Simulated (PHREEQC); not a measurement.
Consider water at 70 °C with 0.054 mol/kgw NH4HF2, 0.034 mol/kgw (NH4)2SiF6, 0.0008 mol/kgw H3PO4 and 0.0042 mol/kgw HCl. Closed to the air; pH follows from the charge balance.

Model: ion-association model, phreeqc.dat, run in PHREEQC.

Problem. The ionic strength comes out as 0.157 mol/kgw. What activity coefficients do SiF6-2, HF2-, H2PO4-, F-, H+ get?

Solution. SiF6-2 0.30, HF2- 0.74, H2PO4- 0.74, F- 0.71, H+ 0.79.

Precipitation was switched off in this run. Away from 25 °C the constants follow the database's enthalpies or fits; those with neither stay at their 25 °C values. SiF6-2 is the database's only silicon fluoride.
